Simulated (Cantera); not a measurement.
A Cantera script and its output.

```python
import numpy as np
import cantera as ct

gas = ct.Solution("h2o2.yaml")
gas.TPX = 1050, 110, {'H2': 0.012, 'O2': 1, 'N2': 0.8, 'H2O': 0.052}
reactor = ct.IdealGasConstPressureReactor(gas, energy="off", clone=False)
net = ct.ReactorNet([reactor])
net.rtol, net.atol = 1e-08, 1e-18
show = ['H2', 'O2', 'H2O2', 'OH', 'O', 'H2O']
times = np.geomspace(0.0008, 10, 14)

steps = ct.SolutionArray(gas, extra=["t"])
rows = []
print(f"{'t/s':>10s}{'T/K':>9s}{'P/Pa':>11s}" + "".join(f"{s:>11s}" for s in show))
for t in times:
    while net.time < t:
        t_next = net.step()
        steps.append(gas.state, t=t_next)
    rows.append([np.interp(t, steps.t, y) for y in (steps.T, steps.P, *steps(*show).X.T)])
    print(f"{t:10.3e}{rows[-1][0]:9.1f}{rows[-1][1]:11.4g}" + "".join(f"{x:11.3e}" for x in rows[-1][2:]))
rate = np.gradient(steps.T, steps.t)
print("integrator steps:", len(steps.t))
if steps.T.max() > steps.T[0] + 200:
    print(f"time of steepest temperature rise: {steps.t[rate.argmax()]:.4e} s")
gas.TPX = 1050, 110, {'H2': 0.012, 'O2': 1, 'N2': 0.8, 'H2O': 0.052}
gas.equilibrate("TP")
print(f"equilibrium (TP): T = {gas.T:.1f} K  " + "  ".join(f"{s} {gas[s].X[0]:.3e}" for s in show))
```

It prints:

```
       t/s      T/K       P/Pa         H2         O2       H2O2         OH          O        H2O
 8.000e-04   1050.0        110  6.438e-03  5.365e-01  3.333e-17  1.430e-12  1.374e-12  2.790e-02
 1.653e-03   1050.0        110  6.438e-03  5.365e-01  1.420e-16  5.153e-12  5.193e-12  2.790e-02
 3.415e-03   1050.0        110  6.438e-03  5.365e-01  6.063e-16  1.693e-11  1.808e-11  2.790e-02
 7.056e-03   1050.0        110  6.438e-03  5.365e-01  2.587e-15  4.963e-11  5.821e-11  2.790e-02
 1.458e-02   1050.0        110  6.438e-03  5.365e-01  1.103e-14  1.427e-10  1.917e-10  2.790e-02
 3.012e-02   1050.0        110  6.438e-03  5.365e-01  4.702e-14  5.259e-10  8.070e-10  2.790e-02
 6.223e-02   1050.0        110  6.438e-03  5.365e-01  2.006e-13  4.341e-09  7.110e-09  2.790e-02
 1.286e-01   1050.0        110  6.437e-03  5.365e-01  9.395e-13  2.622e-07  4.337e-07  2.790e-02
 2.656e-01   1050.0        110  4.708e-03  5.350e-01  3.982e-09  5.106e-04  1.056e-03  2.923e-02
 5.488e-01   1050.0        110  1.566e-04  5.313e-01  4.715e-09  6.419e-04  4.366e-03  3.342e-02
 1.134e+00   1050.0        110  1.410e-04  5.316e-01  4.680e-09  6.152e-04  4.050e-03  3.350e-02
 2.343e+00   1050.0        110  1.213e-04  5.320e-01  4.705e-09  5.707e-04  3.474e-03  3.364e-02
 4.840e+00   1050.0        110  9.097e-05  5.328e-01  4.713e-09  4.943e-04  2.595e-03  3.384e-02
 1.000e+01   1050.0        110  5.461e-05  5.336e-01  4.612e-09  3.832e-04  1.551e-03  3.407e-02
integrator steps: 766
equilibrium (TP): T = 1050.0 K  H2 5.170e-10  O2 5.350e-01  H2O2 4.331e-12  OH 1.191e-06  O 1.484e-08  H2O 3.445e-02
```

Detailed kinetics in Cantera: the H2/O2 subset of GRI-Mech 3.0, which has no nitrogen chemistry. Radical loss at walls, strong at low pressure, is not modelled.
